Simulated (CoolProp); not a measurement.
Saturation properties of sulfur dioxide (Tc = 430.6 K, pc = 7.887 MPa, ω = 0.256).

The numbers come from the reference Helmholtz-energy equation of state, Gao 2016 in CoolProp.

```csv
T (K),p (MPa),liquid density (kg/m³),vapour density (kg/m³),enthalpy of vaporisation (kJ/kg),surface tension (mN/m)
207.2,0.003666,1604,0.1367,436.4,39.7
220.4,0.009611,1571,0.3378,425.6,37.0
233.7,(withheld),1537,0.7429,414.6,34.3
246.9,0.04636,1504,1.470,403.6,31.7
260.1,0.08830,1470,2.684,392.2,29.1
273.3,0.1564,1435,4.582,(withheld),26.5
286.6,0.2618,1399,7.429,367.9,23.9
299.8,(withheld),1362,11.47,(withheld),21.3
```

Q: Some entries are withheld; supply them.

A: 
- 233.7, p (MPa): 0.02232
- 273.3, enthalpy of vaporisation (kJ/kg): 380.4
- 299.8, p (MPa): 0.4143
- 299.8, enthalpy of vaporisation (kJ/kg): 354.7

It boils at 263.1 K under 1 atm.

Surface tension comes from a separate correlation (Mulero 2012).
